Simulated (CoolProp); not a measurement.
The numbers come from the reference Helmholtz-energy equation of state, Lemmon 2022 in CoolProp.

Question: For R1234yf, give the phase and the cv (kJ/(kg K)), Joule-Thomson coefficient (K/MPa), viscosity (µPa s), conductivity (mW/(m K)) at 306.3 K and 101 kPa; 321.6 K and 101 kPa; 352.1 K and 101 kPa.

Answer: 
- 306.3 K and 101 kPa: gas; cv 0.839, Joule-Thomson coefficient 16.8, viscosity 12.7, conductivity 14.5
- 321.6 K and 101 kPa: gas; cv 0.866, Joule-Thomson coefficient 14.4, viscosity 13.4, conductivity 15.8
- 352.1 K and 101 kPa: gas; cv 0.919, Joule-Thomson coefficient 10.9, viscosity 14.6, conductivity 18.4

Viscosity comes from a separate model (Bell 2016), an estimate that may be off by 10 % or more. Thermal conductivity comes from a separate model (Perkins 2011).
